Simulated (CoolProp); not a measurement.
A single-stage vapour-compression cycle with the fluid: evaporating at 223.15 K (dew point), condensing at 279.15 K (bubble point), superheat 2 K, subcooling 8 K, compressor efficiency 0.65, no pressure losses. The same conditions are run with several fluids, on thermodynamics alone (safety and materials aside).

Computed with CoolProp (reference Helmholtz-energy equation of state of each fluid (CH2F2 (R32): Tillner-Roth 1997; vinyl chloride: Thol 2022; R13: Platzer 1990; propane: Lemmon 2009; R125: Lemmon 2005; C2F6 (R116): Lemmon 2006)). The equations of Platzer and Polt are older, rougher fits.

```
fluid           cooling COP  pressure ratio  discharge temperature (K)  refrigerating effect (kJ/kg)  volumetric capacity (kJ/m³)
--------------  -----------  --------------  -------------------------  ----------------------------  ---------------------------
CH2F2 (R32)            2.09            8.91                        ___                           302                          967
vinyl chloride         2.20            12.4                      390.8                           315                          183
R13                    1.85            5.47                        ___                          82.7                         2160
propane                2.18            8.04                      326.4                           324                          554
R125                   2.05            8.76                      307.5                           ___                          678
C2F6 (R116)            1.58            5.82                      291.5                          50.2                         1540
```

### Question
Complete the blanks.

### Answer

- CH2F2 (R32), discharge temperature (K): 399.2
- R13, discharge temperature (K): 316.7
- R125, refrigerating effect (kJ/kg): 110
